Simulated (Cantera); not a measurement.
An adiabatic, constant-volume homogeneous reactor starts with 3.93 % CH₄, 8.02 % O₂, 88.1 % N₂, equivalence ratio 0.98, at 1748 K and 1.01 bar.

Detailed kinetics in Cantera: GRI-Mech 3.0 (53 species, 325 reactions).

One state of this run: T (K) = 2568; P (bar) = 1.51; x CH₄ = <1e-12; x O₂ = 0.00737; x H₂O = 0.0684; x CO₂ = 0.0259; x HCN = 1.76e-10; x HCO = 5.08e-9. x: mole fraction; the columns are a selection and need not sum to one.

### Question
Which value of t (s) does it belong to?
A. 0.00570
B. 0.000288
C. 0.000107
D. 3.95e-5

### Answer
A, 0.00570
